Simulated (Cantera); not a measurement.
What does this Cantera script print?

```python
import numpy as np
import cantera as ct

gas = ct.Solution("gri30.yaml")
gas.TPX = 1950, 44, {'CH4': 0.4, 'N2': 15}
reactor = ct.IdealGasConstPressureReactor(gas, energy="off", clone=False)
net = ct.ReactorNet([reactor])
net.rtol, net.atol = 1e-08, 1e-18
show = ['CH4', 'C2H2', 'C2H6', 'C2H', 'CH2', 'H', 'HCN']
times = np.geomspace(1e-06, 60, 15)

steps = ct.SolutionArray(gas, extra=["t"])
rows = []
print(f"{'t/s':>10s}{'T/K':>9s}{'P/Pa':>11s}" + "".join(f"{s:>11s}" for s in show))
for t in times:
    while net.time < t:
        t_next = net.step()
        steps.append(gas.state, t=t_next)
    rows.append([np.interp(t, steps.t, y) for y in (steps.T, steps.P, *steps(*show).X.T)])
    print(f"{t:10.3e}{rows[-1][0]:9.1f}{rows[-1][1]:11.4g}" + "".join(f"{x:11.3e}" for x in rows[-1][2:]))
rate = np.gradient(steps.T, steps.t)
print("integrator steps:", len(steps.t))
if steps.T.max() > steps.T[0] + 200:
    print(f"time of steepest temperature rise: {steps.t[rate.argmax()]:.4e} s")
gas.TPX = 1950, 44, {'CH4': 0.4, 'N2': 15}
gas.equilibrate("TP")
print(f"equilibrium (TP): T = {gas.T:.1f} K  " + "  ".join(f"{s} {gas[s].X[0]:.3e}" for s in show))
```

Result:

```
       t/s      T/K       P/Pa        CH4       C2H2       C2H6        C2H        CH2          H        HCN
 1.000e-06   1950.0         44  2.597e-02  1.295e-26  1.853e-23  3.552e-37  2.567e-18  3.349e-09  4.920e-23
 3.594e-06   1950.0         44  2.597e-02  1.851e-24  8.268e-22  1.726e-34  3.364e-17  1.203e-08  2.186e-21
 1.292e-05   1950.0         44  2.597e-02  2.898e-22  3.758e-20  1.224e-31  4.461e-16  4.310e-08  9.789e-20
 4.642e-05   1950.0         44  2.597e-02  4.460e-20  1.729e-18  1.142e-28  7.091e-15  1.534e-07  4.279e-18
 1.669e-04   1950.0         44  2.597e-02  7.186e-18  8.564e-17  1.668e-25  2.048e-13  5.316e-07  1.782e-16
 5.997e-04   1950.0         44  2.597e-02  1.217e-15  4.920e-15  2.907e-22  8.900e-12  1.684e-06  6.118e-15
 2.155e-03   1950.0         44  2.596e-02  3.086e-13  3.528e-13  5.961e-19  3.572e-10  4.029e-06  1.536e-13
 7.746e-03   1950.0         44  2.593e-02  1.232e-10  2.138e-11  1.222e-15  8.485e-09  5.483e-06  3.331e-12
 2.784e-02   1950.0         44  2.579e-02  3.377e-08  5.605e-10  1.332e-12  1.017e-07  5.773e-06  7.813e-11
 1.001e-01   1950.0         44  2.524e-02  6.081e-06  8.694e-09  9.276e-10  9.131e-07  9.485e-06  2.923e-09
 3.596e-01   1950.0         44  2.120e-02  7.230e-04  1.021e-07  1.477e-07  6.103e-06  5.934e-05  2.699e-07
 1.292e+00   1950.0         44  6.507e-03  8.675e-03  8.314e-08  1.311e-06  7.903e-06  2.602e-04  1.071e-05
 4.645e+00   1950.0         44  8.124e-04  1.212e-02  3.647e-09  2.543e-06  3.159e-06  4.858e-04  5.016e-05
 1.669e+01   1950.0         44  5.346e-05  1.255e-02  3.798e-11  4.245e-06  6.037e-07  8.073e-04  1.231e-04
 6.000e+01   1950.0         44  4.878e-07  1.256e-02  6.614e-15  6.752e-06  1.422e-08  1.278e-03  1.649e-04
integrator steps: 1128
equilibrium (TP): T = 1950.0 K  CH4 1.896e-09  C2H2 1.222e-03  C2H6 1.429e-18  C2H 5.823e-06  CH2 4.350e-09  H 9.979e-03  HCN 2.261e-02
```

Cantera simulation using GRI-Mech 3.0 (53 species, 325 reactions); the numbers are that mechanism's predictions, not measurements. GRI-Mech 3.0 stops at C3 and has no aromatics, soot or wall deposition, so with more carbon than oxygen in the feed, carbon stays in small species such as C2H2 where larger ones or solid carbon would form. Radical loss at walls, strong at low pressure, is not modelled.
